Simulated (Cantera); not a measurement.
A perfectly stirred reactor is fed with H₂ : O₂ : N₂ = 1.7 : 1 : 16 (molar parts), at 113 Torr; it is held at 950 K, and followed from long to short residence time.

Detailed kinetics in Cantera: GRI-Mech 3.0 (53 species, 325 reactions). The temperature is held fixed by assumption; the heat of reaction is taken as removed at once.

What does this change do: O2 1 to 0.76 parts?


| quantity | before | after |
|---|---|---|
| x(H₂) at τ = 0.450 s | 0.00187 | 0.0103 |
| x(O₂) at τ = 0.450 s | 0.00934 | 0.000615 |
| x(O) at τ = 0.450 s | 7.01e-5 | 2.80e-5 |
| x(H₂O) at τ = 0.450 s | 0.0931 | 0.0844 |
| x(OH) at τ = 0.450 s | 7.27e-5 | 3.50e-5 |
| x(H₂) at τ = 20.0 ms | 0.0101 | 0.0164 |
| x(O₂) at τ = 20.0 ms | 0.0140 | 0.00482 |
| x(O) at τ = 20.0 ms | 0.000401 | 0.000302 |
| x(H₂O) at τ = 20.0 ms | 0.0825 | 0.0750 |
| x(OH) at τ = 20.0 ms | 0.000228 | 0.000154 |
